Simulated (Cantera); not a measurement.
# Low-pressure radical oxidation in H2/O2

An isothermal, constant-pressure homogeneous reactor starts with H2 : O2 : N2 = 0.05 : 1 : 0.29 (molar parts), at 1400 K and 0.00237 atm.

Cantera simulation using the H2/O2 subset of GRI-Mech 3.0, which has no nitrogen chemistry; the numbers are that mechanism's predictions, not measurements. Radical loss at walls, strong at low pressure, is not modelled. The temperature is held fixed by assumption; the heat of reaction is taken as removed at once.

```
t (s)         x H2   x O2       x O      x OH    x H2O2     x H2O
--------  --------  -----  --------  --------  --------  --------
0.000100    0.0373  0.746   3.22e-9   3.14e-9  1.45e-12  3.03e-10
0.000305    0.0373  0.746   2.19e-8   2.03e-8  1.33e-11   6.40e-9
0.000932    0.0373  0.746   1.60e-7   1.37e-7  1.20e-10   1.24e-7
0.00285     0.0373  0.746   4.91e-6   4.05e-6   1.00e-9   6.44e-6
0.00869     0.0113  0.725    0.0151   0.00725   1.46e-8    0.0200
0.0265    0.000607  0.714    0.0280   0.00445   6.99e-9    0.0324
0.0809    0.000599  0.714    0.0275   0.00442   6.97e-9    0.0325
0.247     0.000574  0.716    0.0263   0.00433   6.93e-9    0.0327
0.754     0.000507  0.719    0.0229   0.00408   6.77e-9    0.0333
2.30      0.000354  0.726    0.0155   0.00343   6.19e-9    0.0347
7.03      0.000147  0.735   0.00623   0.00222   4.57e-9    0.0364
21.5       3.18e-5  0.740   0.00132   0.00104   2.25e-9    0.0374
65.5       5.01e-6  0.741  0.000206  0.000412  7.68e-10    0.0378
200        9.24e-7  0.741   3.78e-5  0.000177  2.62e-10    0.0379
```
x: mole fraction; the columns are a selection and need not sum to one.

Equilibrium at this temperature and pressure: H2 4.09e-7, O2 0.741, O 1.67e-5, OH 0.000118, H2O2 1.79e-10, H2O 0.0380 (gas phase only).
